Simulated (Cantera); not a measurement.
**Silicon oxide and oxynitride deposition: SiF₄ + NO + N₂**

Input: 1 mol SiF₄, 0.7 mol NO, 190 mol N₂, at 7.90e-5 bar.

Cantera equilibrium calculation (NASA polynomials, part measured and part estimated; ideal gas, pure solids and liquids). Candidate condensed phases: Si, SiO₂, Si₂N₂O, Si₃N₄; 28 gas species. The tables hold silica as quartz up to 1696 K and as liquid above; real silica turns to tridymite and cristobalite and melts near 1996 K. The numbers say what is thermodynamically allowed, not how fast it happens.

```csv
T (°C),x N₂,x SiF₄,x O₂,x NO,n SiO₂(β-quartz)
677,0.993,0.00522,0.00182,1.84e-6,0
727,0.993,0.00522,0.00182,3.27e-6,0
777,0.993,0.00522,0.00182,5.52e-6,0
827,0.993,0.00522,0.00182,8.89e-6,0
877,0.993,0.00522,0.00182,1.37e-5,0
927,0.993,0.00522,0.00182,2.04e-5,0
977,0.993,0.00522,0.00181,2.94e-5,0
1027,0.993,0.00522,0.00180,4.12e-5,0
1077,0.993,0.00522,0.00180,5.62e-5,0
1127,0.993,0.00522,0.00179,7.50e-5,0
1177,0.993,0.00522,0.00177,9.80e-5,5.71e-5
1227,0.993,0.00521,0.00175,0.000125,7.42e-5
1277,0.993,0.00521,0.00173,0.000158,0
```
x: gas mole fraction; n: condensed amount in mol.

From 677 °C to 1127 °C nothing is condensed. From 1177 °C to 1227 °C the condensed part is SiO₂(β-quartz). At 1277 °C nothing is condensed. The main Si-bearing gas is SiF₄ throughout.
